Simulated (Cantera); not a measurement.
Cantera run, input and output.

```python
import numpy as np
import cantera as ct

gas = ct.Solution("gri30.yaml", transport_model="multicomponent")
show = ['H2O', 'H2', 'N2']

rows = []
print(f"{'T/K':>7s}{'rho':>11s}{'cp':>10s}{'mu':>11s}{'lambda':>11s}{'Pr':>7s}" + "".join(f"{'D_' + s:>11s}" for s in show))
for T in [400, 550, 700, 850, 1000, 1150, 1300, 1450, 1600]:
    gas.TPX = T, 140000, {'H2O': 0.58, 'O2': 0.6}
    Pr = gas.cp_mass * gas.viscosity / gas.thermal_conductivity
    D = [gas.mix_diff_coeffs_mole[gas.species_index(s)] for s in show]
    rows.append([gas.density, gas.cp_mass, gas.viscosity, gas.thermal_conductivity, Pr, *D])
    print(f"{T:7g}{gas.density:11.4e}{gas.cp_mass:10.1f}{gas.viscosity:11.4e}"
          f"{gas.thermal_conductivity:11.4e}{Pr:7.3f}" + "".join(f"{d:11.4e}" for d in D))
print("SI units: kg/m3, J/kg/K, Pa s, W/m/K, m2/s")
```

Output:

```
    T/K        rho        cp         mu     lambda     Pr      D_H2O       D_H2       D_N2
    400 1.0576e+00    1280.0 1.9988e-05 3.7275e-02  0.686 2.8908e-05 9.9921e-05 2.6674e-05
    550 7.6920e-01    1338.7 2.6312e-05 5.2158e-02  0.675 5.2585e-05 1.7322e-04 4.7077e-05
    700 6.0437e-01    1401.5 3.2217e-05 6.7263e-02  0.671 8.1574e-05 2.6111e-04 7.1696e-05
    850 4.9772e-01    1459.4 3.7772e-05 8.2299e-02  0.670 1.1529e-04 3.6230e-04 1.0012e-04
   1000 4.2306e-01    1513.8 4.3032e-05 9.7313e-02  0.669 1.5333e-04 4.7588e-04 1.3207e-04
   1150 3.6788e-01    1564.1 4.8040e-05 1.1225e-01  0.669 1.9537e-04 6.0114e-04 1.6732e-04
   1300 3.2543e-01    1610.1 5.2827e-05 1.2703e-01  0.670 2.4118e-04 7.3751e-04 2.0571e-04
   1450 2.9176e-01    1652.2 5.7421e-05 1.4163e-01  0.670 2.9057e-04 8.8452e-04 2.4708e-04
   1600 2.6441e-01    1690.6 6.1842e-05 1.5600e-01  0.670 3.4340e-04 1.0418e-03 2.9134e-04
SI units: kg/m3, J/kg/K, Pa s, W/m/K, m2/s
```

Cantera simulation using GRI-Mech 3.0 (53 species, 325 reactions); the numbers are that mechanism's predictions, not measurements. Polar gases are described roughly by these parameters.
